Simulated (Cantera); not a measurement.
Charge: 1 mol CCl4, 1.7 mol F2, held at 1000 Pa.

These are equilibrium values from Cantera (NASA tables, ideal gas, pure condensed phases), not measurements of a reactor. Candidate condensed phases: C; 27 gas species. Gases not in the tables: C2F6 and larger saturated fluorocarbons. The numbers say what is thermodynamically allowed, not how fast it happens. All values below are at 827 °C.

Base state: Cl2 0.685, CF4 0.284, CClF3 0.0170, Cl 0.0125, CCl2F2 0.00116, CCl3F 7.21e-5, CCl4 1.21e-5 (mole fractions); condensed: C(graphite).

What changes in the equilibrium state with this change: F2 from 1.7 to 0.17 mol?


| species | before | after |
|---|---|---|
| Cl2 | 0.685 | 0.943 |
| CF4 | 0.284 | 0.0370 |
| Cl | 0.0125 | 0.0147 |
| CClF3 | 0.0170 | 0.00432 |
| CCl2F2 | 0.00116 | 0.000574 |
| CCl4 | 1.21e-5 | 2.30e-5 |
| CCl3F | 7.21e-5 | 7.00e-5 |
| C(graphite), mol | 0.136 | 0.912 |
